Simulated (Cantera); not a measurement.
Feed: 1 mol C₂H₆, 0.75 mol NH₃, 1.7 mol H₂, held at 1552 °C and 15.0 bar.

Method: chemical equilibrium by Gibbs-energy minimisation in Cantera with the NASA 1993 tables (ideal gas, pure condensed phases). Candidate condensed phases: C, C₆H₆, C₇H₈, C₈H₁₈; 92 gas species. Equilibrium is a limit: real reactors are often held back by kinetics, nucleation or transport.

Base state: H₂ 0.929, N₂ 0.0601, CH₄ 0.00917, HCN 0.00164, C₂H₂ (acetylene) 0.000199, H 0.000110, NH₃ 9.13e-5, HNC 6.56e-5 (mole fractions); condensed: C(graphite).

Problem. What changes in the equilibrium state with this change: temperature from 1552 °C to 2100 °C?

Solution. 
| species | before | after |
|---|---|---|
| H₂ | 0.929 | 0.921 |
| N₂ | 0.0601 | 0.0543 |
| HCN | 0.00164 | 0.0113 |
| CH₄ | 0.00917 | 0.00238 |
| C₄H₂ | 1.70e-8 | 1.43e-5 |
| H | 0.000110 | 0.00346 |
| C₂H₂ (acetylene) | 0.000199 | 0.00567 |
| HNC | 6.56e-5 | 0.00114 |
| CH₃ | 2.18e-5 | 0.000165 |
| C(graphite), mol | 1.93 | 1.83 |
